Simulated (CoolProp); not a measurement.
Vapour-liquid equilibrium of dimethyl ether (1) + n-pentane (2) at 0.0608 MPa; x and y are mole fractions of (1).

Computed with CoolProp (multi-fluid Helmholtz-energy mixture model, Wu 2011 and Thol 2019; pair parameters Bell 2016).

Question: Give the bubble temperature and the first vapour's composition at x = 0.425, 0.8, 0.95. Is there an azeotrope?

Answer: x = 0.425: -24.1 °C, y = 0.938; x = 0.8: -33.1 °C, y = 0.980; x = 0.95: -35.1 °C, y = 0.993. No azeotrope shows between x = 0.05 and 0.95.

Pair parameters are fitted to limited data, so mixtures are less certain than the pure fluids. The gap from Raoult's law changes sign with composition, which may be real or a fault of the pair parameters; it wasn't checked against measurements.
